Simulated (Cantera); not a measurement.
A diamond (100) surface in a fixed gas of H2 with x(CH4) = 0.0088, x(H) = 0.003, at 1225 K, 20.3 Torr; coverages are run to steady state.

Detailed kinetics in Cantera: the Harris–Goodwin 1993 mechanism for the reconstructed diamond (100) surface.

One state of this run: growth (µm/h) = 0.180; θ c6HH = 0.431; θ c6H* = 0.0407; θ c6*H = 0.497; θ c6** = 0.0307; θ c6HM = 0.000235. θ: site fractions in the mechanism's names (c6HH fully hydrogenated, c6H* and c6*H radical sites, c6** diradical, c6HM methylated).

Q: Which value of x(CH3) does it belong to?
A. 9.1e-05
B. 1e-06
C. 2.1e-06
D. 4.3e-05

A: D, 4.3e-05
